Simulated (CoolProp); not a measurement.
Values from CoolProp's reference Helmholtz-energy equation of state, Zhou 2011.

Q: For dimethyl carbonate, give the phase and the cp (kJ/(kg K)) at 296.15 °C and 0.0167 MPa; 296.15 °C and 0.529 MPa.

A: 
- 296.15 °C and 0.0167 MPa: gas; cp 1.81
- 296.15 °C and 0.529 MPa: gas; cp 1.83
